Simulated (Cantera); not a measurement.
## Dilute partial oxidation

An isothermal, constant-pressure homogeneous reactor starts with 2.59 % CH₂O, 1.53 % O₂, 95.9 % N₂, equivalence ratio 1.7, at 1425 K and 14.0 bar.

Computed with Cantera and GRI-Mech 3.0 (53 species, 325 reactions). The pressure lies above the range GRI-Mech 3.0 was tuned for (to about 10 atm).

```json
[
 {"t (s)": "3.00e-6", "x CH₂O": "0.0258", "x O₂": "0.0153", "x O": "2.64e-8", "x HCO": "1.78e-6", "x H": "1.01e-6", "x H₂": "8.18e-5"},
 {"t (s)": "1.54e-5", "x CH₂O": "0.00848", "x O₂": "0.0113", "x O": "2.68e-6", "x HCO": "2.93e-5", "x H": "4.77e-5", "x H₂": "0.0103"},
 {"t (s)": "7.94e-5", "x CH₂O": "1.62e-8", "x O₂": "0.000264", "x O": "1.93e-5", "x HCO": "2.57e-7", "x H": "0.000518", "x H₂": "0.00325"},
 {"t (s)": "0.000408", "x CH₂O": "2.32e-9", "x O₂": "2.61e-6", "x O": "5.03e-8", "x HCO": "2.75e-8", "x H": "5.72e-5", "x H₂": "0.00513"},
 {"t (s)": "0.00210", "x CH₂O": "8.47e-10", "x O₂": "8.97e-8", "x O": "8.76e-10", "x HCO": "4.26e-9", "x H": "9.25e-6", "x H₂": "0.00593"},
 {"t (s)": "0.0108", "x CH₂O": "6.38e-10", "x O₂": "3.96e-9", "x O": "2.68e-11", "x HCO": "7.88e-10", "x H": "1.76e-6", "x H₂": "0.00642"},
 {"t (s)": "0.0556", "x CH₂O": "6.14e-10", "x O₂": "1.27e-10", "x O": "1.38e-12", "x HCO": "1.83e-10", "x H": "4.22e-7", "x H₂": "0.00680"},
 {"t (s)": "0.286", "x CH₂O": "6.22e-10", "x O₂": "<1e-12", "x O": "<1e-12", "x HCO": "7.92e-11", "x H": "1.88e-7", "x H₂": "0.00721"},
 {"t (s)": "1.47", "x CH₂O": "6.40e-10", "x O₂": "<1e-12", "x O": "<1e-12", "x HCO": "6.57e-11", "x H": "1.62e-7", "x H₂": "0.00778"},
 {"t (s)": "7.56", "x CH₂O": "6.45e-10", "x O₂": "<1e-12", "x O": "<1e-12", "x HCO": "6.54e-11", "x H": "1.63e-7", "x H₂": "0.00793"},
 {"t (s)": "38.9", "x CH₂O": "6.45e-10", "x O₂": "<1e-12", "x O": "<1e-12", "x HCO": "6.54e-11", "x H": "1.63e-7", "x H₂": "0.00793"},
 {"t (s)": "200", "x CH₂O": "6.45e-10", "x O₂": "<1e-12", "x O": "<1e-12", "x HCO": "6.54e-11", "x H": "1.63e-7", "x H₂": "0.00793"}
]
```
x: mole fraction; the columns are a selection and need not sum to one.

Equilibrium at this temperature and pressure: CH₂O 6.45e-10, O₂ <1e-12, O <1e-12, HCO 6.54e-11, H 1.64e-7, H₂ 0.00793 (gas phase only).
